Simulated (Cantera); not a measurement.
A freely propagating, adiabatic, planar premixed flame of 22.3 % H2, 14.3 % O2, 53.7 % N2, 9.80 % H2O, unburnt at 450 K and 5.10 bar; multicomponent transport, grid criteria slope 0.08 and curve 0.16, no radiation.

Model: the H2/O2 subset of GRI-Mech 3.0, which has no nitrogen chemistry, integrated in Cantera. The hydrogen kinetics of GRI-Mech 3.0 are dated; newer H2 mechanisms differ, most at raised pressure. Burning velocities carry a grid error of a few per cent, more on coarse grids.

Q: Predict: laminar burning velocity; thermal thickness; peak x(O); peak x(HO2); peak x(H).

A: 
```json
{
  "laminar_burning_velocity": "113 cm/s",
  "thermal_thickness": "0.0698 mm",
  "peak x(O)": "0.00211",
  "peak x(HO2)": "0.000911",
  "peak x(H)": "0.00373"
}
```
